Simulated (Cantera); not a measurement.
Input: 1 mol SiCl4, 0.25 mol NH3, 16 mol H2, held at 2.48 Torr.

Method: chemical equilibrium by Gibbs-energy minimisation in Cantera with the NASA 1993 tables (ideal gas, pure condensed phases). Candidate condensed phases: NH4Cl, Si, Si3N4; 28 gas species. The tables' values for SiCl3 are old estimates; treat these amounts as uncertain. Equilibrium is a limit: real reactors are often held back by kinetics, nucleation or transport.

x: gas mole fraction; n: condensed amount in mol.

| T (°C) | x H2 | x HCl | x SiCl4 | x SiHCl3 | x SiCl2 | x SiCl3 | n Si3N4(s) |
|---|---|---|---|---|---|---|---|
| 527 | 0.910 | 0.0436 | 0.0454 | 0.000857 | 2.87e-7 | 1.08e-5 | 0.0625 |
| 552 | 0.910 | 0.0439 | 0.0451 | 0.00116 | 1.11e-6 | 2.38e-5 | 0.0625 |
| 577 | 0.909 | 0.0443 | 0.0447 | (withheld) | (withheld) | 4.97e-5 | 0.0625 |
| 602 | 0.909 | 0.0448 | 0.0442 | 0.00196 | 1.28e-5 | 9.89e-5 | 0.0625 |
| 627 | 0.908 | 0.0455 | 0.0435 | (withheld) | (withheld) | 0.000188 | 0.0625 |
| 652 | 0.907 | 0.0463 | 0.0427 | 0.00304 | 0.000108 | 0.000340 | 0.0625 |
| 677 | 0.906 | 0.0475 | 0.0417 | 0.00365 | 0.000278 | 0.000589 | 0.0625 |
| 702 | 0.905 | 0.0493 | 0.0403 | 0.00423 | 0.000659 | 0.000969 | 0.0625 |
| 727 | 0.902 | 0.0518 | 0.0385 | 0.00472 | 0.00143 | 0.00150 | 0.0625 |
| 752 | 0.898 | 0.0555 | 0.0360 | 0.00501 | 0.00278 | 0.00219 | 0.0625 |

Problem. Fill in the missing entries.

Solution. 
- 577, x SiHCl3: 0.00152
- 577, x SiCl2: 3.93e-6
- 627, x SiHCl3: 0.00247
- 627, x SiCl2: 3.86e-5
